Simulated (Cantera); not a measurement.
Input (Python, Cantera):

```python
import numpy as np
import cantera as ct

surf = ct.Interface("ptcombust.yaml", "Pt_surf")
gas = surf.adjacent["gas"]
gas.TPX = 300, 4800, {'H2': 0.011, 'O2': 0.15, 'N2': 0.79}
jet = ct.ImpingingJet(gas=gas, width=0.023, surface=surf)
jet.inlet.mdot, jet.inlet.T, jet.inlet.X = 0.022, 300, {'H2': 0.011, 'O2': 0.15, 'N2': 0.79}
jet.set_refine_criteria(ratio=10, slope=0.2, curve=0.3)
show, cover = ['H2', 'O2', 'H2O', 'OH'], ["PT(S)", "H(S)", "O(S)", "OH(S)", "CO(S)", "C(S)"]

rows = []
print(f"{'Ts/K':>7s}" + "".join(f"{s:>11s}" for s in show + cover) + "   (gas at the wall, coverages)")
for i, Ts in enumerate([700, 750, 800, 850, 900, 950]):
    jet.surface.T = Ts
    if i == 0:
        surf.TP = Ts, 4800
        surf.coverages = "PT(S):0.5, O(S):0.5"
        surf.advance_coverages(1.0)
        jet.set_initial_guess(products="inlet")
    jet.solve(loglevel=0, auto=(i == 0))
    rows.append([*(jet.X[gas.species_index(s), -1] for s in show), *surf[cover].coverages])
    print(f"{Ts:7g}" + "".join(f"{x:11.3e}" for x in rows[-1]))
```

Result:

```
   Ts/K         H2         O2        H2O         OH      PT(S)       H(S)       O(S)      OH(S)      CO(S)       C(S)   (gas at the wall, coverages)
    700  2.389e-03  1.483e-01  1.713e-02  1.408e-10  4.185e-02  1.020e-09  9.570e-01  1.152e-03 -2.141e-21 -1.876e-26
    750  1.747e-03  1.477e-01  1.823e-02  8.180e-10  6.403e-02  2.876e-09  9.349e-01  1.046e-03  1.089e-17  9.340e-29
    800  1.192e-03  1.472e-01  1.916e-02  3.580e-09  1.030e-01  8.895e-09  8.960e-01  9.973e-04  5.530e-17  2.377e-28
    850  8.488e-04  1.468e-01  1.970e-02  1.284e-08  1.554e-01  2.440e-08  8.437e-01  9.338e-04  3.977e-17  7.151e-27
    900  6.461e-04  1.467e-01  1.999e-02  3.949e-08  2.164e-01  5.755e-08  7.828e-01  8.519e-04  2.879e-18  2.502e-29
    950  5.191e-04  1.466e-01  2.014e-02  1.089e-07  2.821e-01  1.196e-07  7.172e-01  7.622e-04  3.472e-21  2.163e-25
```

Model: Deutschmann's 1995 Pt surface mechanism with GRI-Mech 3.0 gas chemistry, integrated in Cantera. Catalytic surfaces can have several steady states; this one follows from the mechanism file's or the stated starting coverage.
